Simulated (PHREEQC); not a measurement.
Consider water at 25 °C with 0.1 mol/kgw NaH2PO4 and 7.9e-05 mol/kgw Na2CO3. Closed to the air; pH follows from the charge balance.

The numbers come from PHREEQC with the ion-association model, phreeqc.dat.

Each row changes one thing in this solution. No solid was allowed to form.

```tsv
case	pH	ionic strength (mol/kgw)	HPO4-2 (mol/kgw)	H3PO4 (mol/kgw)	NaHPO4- (mol/kgw)	HCO3- (mol/kgw)
as made	4.56	0.101	0.000467	0.000311	3.41e-5	1.61e-6
diluted 5-fold with water	4.72	0.0202	9.82e-5	4.80e-5	2.23e-6	4.16e-7
NaH2PO4 from 0.1 to 0.5 mol/kgw	4.31	0.502	0.00200	0.00222	0.000435	1.12e-6
Na2CO3 from 7.9e-05 to 7.9e-06 mol/kgw	4.49	0.100	0.000395	0.000368	2.88e-5	1.37e-7
temperature from 25 to 50 °C	4.56	0.101	0.000552	0.000401	3.86e-5	1.90e-6
Na2CO3 replaced by K2CO3 at the same molality	4.56	0.101	0.000467	0.000311	3.40e-5	1.61e-6
diluted 10-fold with water	4.80	0.0101	5.30e-5	2.08e-5	6.89e-7	2.39e-7
```

Complexes and solids missing from the database can't appear. Constants without temperature data keep their 25 °C values here.
